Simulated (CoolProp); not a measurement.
Nitrogen at 293.15 K and 0.642 MPa flows at 1.9 m/s in a round tube of 25 mm bore and 1.5 µm roughness, fully developed (64/Re and Nu = 3.66 if laminar; Colebrook and Gnielinski if turbulent). Each further row changes one setting.

Model: reference Helmholtz-energy equation of state, Span 2000, in CoolProp.

```csv
case,Reynolds number,Darcy friction factor,pressure drop (Pa/m),heat-transfer coefficient (W/(m² K)),mass flow (kg/h)
as stated,19900,___,___,___,___
velocity 3.8 m/s,39800,0.0222,___,91.7,___
diameter 50 mm,39800,___,___,45.6,99.2
```

Task: Some entries are withheld; supply them.

Result: 
- as stated, Darcy friction factor: 0.0260
- as stated, pressure drop (Pa/m): 13.9
- as stated, heat-transfer coefficient (W/(m² K)): 53.1
- as stated, mass flow (kg/h): 24.8
- velocity 3.8 m/s, pressure drop (Pa/m): 47.3
- velocity 3.8 m/s, mass flow (kg/h): 49.6
- diameter 50 mm, Darcy friction factor: 0.0221
- diameter 50 mm, pressure drop (Pa/m): 5.89

Viscosity comes from a separate model (Lemmon 2004). Thermal conductivity comes from a separate model (Lemmon 2004).
